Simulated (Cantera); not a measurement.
Input (Python, Cantera) and output of one run.

```python
import numpy as np
import cantera as ct

gas_names = """
    C CO COS CO2 CS CS2 C2 C2O C3 C3O2 C4 C5 Fe FeC5O5 FeO O O2 O3 S SO SO2 SO3 S2 S2O S8
""".split()
cond_names = """
    C(gr) Fe(a) Fe(c) Fe(d) Fe(L) FeC5O5(L) FeO(s) FeO(L) FeS(a) FeS(b) FeS(c) FeS(L) FeSO4(s) FeS2(s)
    Fe2O3(s) Fe2S3O12(s) Fe3O4(s) S(cr1) S(cr2) S(L)
""".split()


def load(file, names, dense=False):
    # The tables refer to 1 bar. Condensed volumes are neglected.
    table = {s.name: s for s in ct.Species.list_from_file(file)}
    out = []
    for n in names:
        d = dict(table[n].input_data)
        d["thermo"] = dict(d["thermo"], **{"reference-pressure": 1e5})
        if dense:
            d["equation-of-state"] = {"model": "constant-volume", "density": "1e6 g/cm^3"}
        out.append(ct.Species.from_dict(d))
    return out


gas = ct.Solution(thermo="ideal-gas", species=load("nasa_gas.yaml", gas_names))
cond = {s.name: ct.Solution(thermo="fixed-stoichiometry", species=[s], name=s.name)
        for s in load("nasa_condensed.yaml", cond_names, dense=True)}
atoms = {
    'FeS2': {'Fe': 1, 'S': 2},
    'O2': {'O': 2},
    'CO2': {'C': 1, 'O': 2},
    'SO3': {'S': 1, 'O': 3},
}
top_T = {'C(gr)': 4500, 'FeSO4(s)': 950, 'FeS2(s)': 1010, 'Fe2O3(s)': 1830, 'Fe2S3O12(s)': 1100, 'Fe3O4(s)': 1870}  # K; cautious upper limits of use, not melting points


def equilibrate(T, P, feed):
    n = {}
    for name, mol in feed.items():
        for a, k in atoms[name].items():
            n[a] = n.get(a, 0.0) + k * mol
    gas.TPX = T, P, n
    mass = sum(n.values()) * gas.mean_molecular_weight
    gas.equilibrate("TP")
    valid = [c for c in cond.values() if c.min_temp <= T <= top_T.get(c.name, c.max_temp)]
    mix = ct.Mixture([(gas, mass / gas.mean_molecular_weight)] + [(c, 0.0) for c in valid])
    mix.T, mix.P = T, P
    mix.equilibrate("TP", solver="vcs", rtol=1e-11, max_steps=5000)
    return mix


results = []
feed = {'FeS2': 1, 'O2': 0.17, 'CO2': 2.6, 'SO3': 2.3}  # mol
P = 80000  # Pa
for T in [700, 900, 1100, 1300, 1500, 1700, 1900]:
    mix = equilibrate(T, P, feed)
    results.append((T, P, feed, dict(zip(mix.species_names, mix.species_moles))))

top = {s: max(r[3][s] / sum(r[3][g] for g in gas_names) for r in results) for s in gas_names}
cols = sorted((s for s in top if top[s] > 0.0001), key=lambda s: -top[s])[:9]
seen = [c for c in cond_names if any(r[3].get(c, 0) > 1e-12 for r in results)]
print("log10 of partial pressures in bar; condensed amounts in mol")
print(f"{'T/K':>10s}" + "".join(f"{s[:9]:>10s}" for s in cols + seen))
for T, P, feed, n in results:
    ng = sum(n[g] for g in gas_names)
    print(f"{T:10.4g}" + "".join(f"{np.log10(max(n[s] / ng * P / 1e5, 1e-99)):10.3f}" for s in cols)
          + "".join(f"{n.get(c, 0):10.4g}" for c in seen))
```

It prints:

```
log10 of partial pressures in bar; condensed amounts in mol
       T/K       SO2       CO2        CO        S2        SO       S2O       COS         S    FeO(s)    FeO(L)    FeS(c)   FeS2(s)  Fe3O4(s)
       700    -0.350    -0.452    -6.294    -4.199    -8.129    -4.470    -5.723   -15.082         0         0         0    0.5045    0.1652
       900    -0.346    -0.468    -4.094    -2.115    -5.589    -2.972    -3.994   -10.470         0         0    0.7296         0   0.09015
      1100    -0.358    -0.471    -2.916    -1.708    -4.210    -2.713    -3.565    -7.988         0         0    0.6101         0      0.13
      1300    -0.374    -0.483    -2.112    -1.432    -3.261    -2.542    -3.274    -6.268         0         0    0.4232         0    0.1923
      1500    -0.394    -0.526    -1.551    -1.202    -2.563    -2.400    -3.070    -4.991         1         0         0         0         0
      1700    -0.385    -0.581    -1.222    -1.275    -2.080    -2.466    -3.134    -4.138         0         1         0         0         0
      1900    -0.377    -0.657    -1.013    -1.393    -1.715    -2.565    -3.262    -3.493         0    0.9999         0         0         0
```

Cantera equilibrium calculation (NASA polynomials, part measured and part estimated; ideal gas, pure solids and liquids). Mutual solubility and eutectic melting of coexisting phases are not modelled. The tables' stoichiometric FeO is somewhat more stable than real wüstite, so its field is too wide. FeO, FeS: taken at fixed stoichiometry. Gases not in the tables: S3 to S7.
